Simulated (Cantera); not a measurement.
A closed system holds: 1 mol SiH4, 0.75 mol O2, 0.15 mol H2, at 4000 Pa.

Cantera equilibrium calculation (NASA polynomials, part measured and part estimated; ideal gas, pure solids and liquids). Candidate condensed phases: H2O, Si, SiO2; 18 gas species. The tables hold silica as quartz up to 1696 K and as liquid above; real silica turns to tridymite and cristobalite and melts near 1996 K. The numbers say what is thermodynamically allowed, not how fast it happens.

Problem. At 1900 K, list the 4 most abundant gas species with their mole fractions, and the condensed phases.

Solution. H2 0.805, SiO 0.190, H 0.00356, H2O 0.00147. Condensed: SiO2(condensed).
